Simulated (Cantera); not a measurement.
Feed: 1 mol trisilylamine, 51 mol N2, 0.14 mol H2, equilibrated at 36.0 mbar.

Method: chemical equilibrium by Gibbs-energy minimisation in Cantera with the NASA 1993 tables (ideal gas, pure condensed phases). Candidate condensed phases: Si, Si3N4; 18 gas species. The feed counts by its element totals alone. The tables' values for SiN are old estimates; treat these amounts as uncertain. Equilibrium is a limit: real reactors are often held back by kinetics, nucleation or transport.

log p: log10 of the partial pressure in bar; n: condensed amount in mol.

```tsv
T (°C)	log p N2	log p H2	log p H	log p Si	n Si3N4(s)	n Si(l)
1452	-1.48	-2.51	-4.99	-6.75	1.000	0
1502	-1.48	-2.51	-4.79	-6.16	1.000	0
1552	-1.48	-2.51	?	?	0.998	0
1602	-1.48	-2.51	-4.44	-5.08	0.995	0
1652	-1.48	-2.53	-4.28	-4.76	0	2.96
1702	-1.48	-2.53	?	?	0	2.94
1752	-1.48	-2.54	-3.98	-4.23	0	2.89
```

### Question
Complete the blanks.

### Answer

- 1702, log p H: -4.13
- 1702, log p Si: -4.49
- 1552, log p H: -4.61
- 1552, log p Si: -5.61
